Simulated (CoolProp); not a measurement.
Vapour-liquid equilibrium of R13 (1) + propylene (2) at 279.1 K; x and y are mole fractions of (1).

The numbers come from the multi-fluid Helmholtz-energy mixture model, Platzer 1990 and Lemmon 2013; pair parameters Bell 2016 in CoolProp. This equation is an older, rougher fit; its heat capacities, sound speeds and derivatives of the liquid may be far off and weren't checked against measurements.

Question: Give the bubble pressure and the first vapour's composition at x = 0.05, 0.25, 0.55. Is there an azeotrope?

Answer: x = 0.05: 822.0 kPa, y = 0.172; x = 0.25: 1245 kPa, y = 0.512; x = 0.55: 1713 kPa, y = 0.731. No azeotrope shows between x = 0.05 and 0.95.

The pair parameters rest on a limited set of measurements; away from them the model extrapolates.
